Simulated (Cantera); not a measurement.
**SiO2 + CH4 + CO (carbothermic reduction)**

Input: 1 mol SiO2, 1.8 mol CH4, 0.029 mol CO, held at 0.240 Torr.

Cantera equilibrium calculation (NASA polynomials, part measured and part estimated; ideal gas, pure solids and liquids). Candidate condensed phases: C, C6H6, C7H8, C8H18, H2O, Si, SiC, SiO2; 123 gas species. Gases not in the tables: Si2H6 and higher silanes. The numbers say what is thermodynamically allowed, not how fast it happens.

From 2048 K to 2073 K the condensed part is SiC(s). From 2098 K to 2223 K nothing is condensed. The main Si-bearing gas is Si throughout.

```csv
T (K),x H2,x CO,x H,x Si,x SiO,x Si2C,x SiH,x SiC2,n SiC(s)
2048,0.518,0.261,0.0901,0.0707,0.0570,0.00236,0.000553,0.000173,0.146
2073,0.496,0.263,0.103,0.0878,0.0453,0.00324,0.000636,0.000321,0.0718
2098,0.473,0.265,0.118,0.103,0.0347,0.00395,0.000692,0.000549,0
2123,0.458,0.264,0.136,0.106,0.0327,0.00263,0.000665,0.000410,0
2148,0.441,0.261,0.155,0.108,0.0312,0.00169,0.000631,0.000292,0
2173,0.424,0.259,0.176,0.109,0.0300,0.00106,0.000593,0.000199,0
2198,0.406,0.256,0.198,0.109,0.0290,0.000648,0.000552,0.000132,0
2223,0.387,0.253,0.223,0.108,0.0283,0.000392,0.000511,8.57e-5,0
```
x: gas mole fraction; n: condensed amount in mol.
